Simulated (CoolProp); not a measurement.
Aqueous magnesium chloride as a coolant, 29 % by mass, freezing at -86.3 °C, 1 atm.

Model: Melinder's fits for secondary coolants, in CoolProp.

```
T (°C)  Prandtl number  conductivity (W/(m K))  density (kg/m³)  cp (kJ/(kg K))
------  --------------  ----------------------  ---------------  --------------
-23.4           445000                   0.368             1335           2.697
-15.4           167000                   0.395             1327           2.690
-7.5             66900              (withheld)             1318           2.682
0.4              28900                   0.443             1308           2.673
8.4              13500                   0.466             1298           2.660
16.3              7200                   0.488       (withheld)      (withheld)
24.2        (withheld)                   0.508             1281           2.612
32.2              3090                   0.529             1274           2.573
```

Question: What belongs in the gaps?

Answer: 
- -7.5, conductivity (W/(m K)): 0.420
- 16.3, density (kg/m³): 1289
- 16.3, cp (kJ/(kg K)): 2.640
- 24.2, Prandtl number: 4370
